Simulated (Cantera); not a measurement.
Input: 1 mol Si, a varied amount of HCl, 7.7 mol H2, equilibrated at 1150 K and 0.340 bar.

Points: n(HCl) (mol) = 0.53, 0.97, 1.4, 1.9, 2.3, 2.7, 3.2, 3.6, 4.1, 4.5.

Cantera's Mixture.equilibrate('TP', solver="vcs", rtol=1e-11, max_steps=5000) on the NASA tables stopped like this:

```
34000 Pa  n(HCl) = 1.4 mol  gas = 8.801 mol
   x: H2 9.320e-01  HCL 3.074e-02  SiCL4 1.983e-02  SiHCL3 1.221e-02  SiCL2 2.230e-03  SiCL3 2.011e-03  SiH2CL2 9.435e-04
   condensed (mol): Si(cr) 0.6722
T = 1150 K  P = 34000 Pa  n(HCl) = 1.9 mol  gas = 9.178 mol
   x: H2 9.169e-01  HCL 3.320e-02  SiCL4 2.789e-02  SiHCL3 1.564e-02  SiCL2 2.645e-03  SiCL3 2.597e-03  SiH2CL2 1.101e-03
   condensed (mol): Si(cr) 0.542
T = 1150 K  P = 34000 Pa  n(HCl) = 2.3 mol  gas = 9.48 mol
   x: H2 9.060e-01  HCL 3.470e-02  SiCL4 3.409e-02  SiHCL3 1.807e-02  SiCL3 3.019e-03  SiCL2 2.925e-03  SiH2CL2 1.203e-03
   condensed (mol): Si(cr) 0.4375
ERROR: FAILURE its = 5001!

*******************************************************************************
CanteraError thrown by MultiPhase::equilibrate:
VCS solver failed. Return code: -1
*******************************************************************************
```

What got this run through?

Several could match; the one computed here: The failure is numerical, not chemical. The same input converged with solver="gibbs", rtol=1e-10, max_steps=50000, and the result passed a check of the equilibrium conditions:
```
T = 1150 K  P = 34000 Pa  n(HCl) = 0.53 mol  gas = 8.138 mol
   x: H2 9.644e-01  HCL 2.276e-02  SiCL4 5.565e-03  SiHCL3 4.789e-03  SiCL2 1.182e-03  SiCL3 7.754e-04  SiH2CL2 5.172e-04
   condensed (mol): Si(cr) 0.8955
T = 1150 K  P = 34000 Pa  n(HCl) = 0.97 mol  gas = 8.475 mol
   x: H2 9.467e-01  HCL 2.772e-02  SiCL4 1.271e-02  SiHCL3 8.816e-03  SiCL2 1.786e-03  SiCL3 1.441e-03  SiH2CL2 7.674e-04
   condensed (mol): Si(cr) 0.7836
T = 1150 K  P = 34000 Pa  n(HCl) = 1.4 mol  gas = 8.801 mol
   x: H2 9.320e-01  HCL 3.074e-02  SiCL4 1.983e-02  SiHCL3 1.221e-02  SiCL2 2.230e-03  SiCL3 2.011e-03  SiH2CL2 9.435e-04
   condensed (mol): Si(cr) 0.6722
T = 1150 K  P = 34000 Pa  n(HCl) = 1.9 mol  gas = 9.178 mol
   x: H2 9.169e-01  HCL 3.320e-02  SiCL4 2.789e-02  SiHCL3 1.564e-02  SiCL2 2.645e-03  SiCL3 2.597e-03  SiH2CL2 1.101e-03
   condensed (mol): Si(cr) 0.542
T = 1150 K  P = 34000 Pa  n(HCl) = 2.3 mol  gas = 9.48 mol
   x: H2 9.060e-01  HCL 3.470e-02  SiCL4 3.409e-02  SiHCL3 1.807e-02  SiCL3 3.019e-03  SiCL2 2.925e-03  SiH2CL2 1.203e-03
   condensed (mol): Si(cr) 0.4375
T = 1150 K  P = 34000 Pa  n(HCl) = 2.7 mol  gas = 9.781 mol
   x: H2 8.959e-01  SiCL4 4.004e-02  HCL 3.592e-02  SiHCL3 2.028e-02  SiCL3 3.406e-03  SiCL2 3.169e-03  SiH2CL2 1.289e-03
   condensed (mol): Si(cr) 0.333
T = 1150 K  P = 34000 Pa  n(HCl) = 3.2 mol  gas = 10.16 mol
   x: H2 8.843e-01  SiCL4 4.711e-02  HCL 3.717e-02  SiHCL3 2.276e-02  SiCL3 3.848e-03  SiCL2 3.438e-03  SiH2CL2 1.380e-03
   condensed (mol): Si(cr) 0.2022
T = 1150 K  P = 34000 Pa  n(HCl) = 3.6 mol  gas = 10.46 mol
   x: H2 8.757e-01  SiCL4 5.248e-02  HCL 3.800e-02  SiHCL3 2.456e-02  SiCL3 4.172e-03  SiCL2 3.629e-03  SiH2CL2 1.442e-03
   condensed (mol): Si(cr) 0.09754
T = 1150 K  P = 34000 Pa  n(HCl) = 4.1 mol  gas = 10.85 mol
   x: H2 8.629e-01  SiCL4 6.046e-02  HCL 4.500e-02  SiHCL3 2.354e-02  SiCL3 4.029e-03  SiCL2 2.937e-03  SiH2CL2 1.150e-03
   condensed (mol): none
T = 1150 K  P = 34000 Pa  n(HCl) = 4.5 mol  gas = 11.23 mol
   x: H2 8.428e-01  HCL 6.819e-02  SiCL4 6.729e-02  SiHCL3 1.689e-02  SiCL3 2.925e-03  SiCL2 1.391e-03  SiH2CL2 5.320e-04
   condensed (mol): none
```

The gas is ideal and each condensed phase is pure. The tables' values for SiCl3 are old estimates; treat these amounts as uncertain.
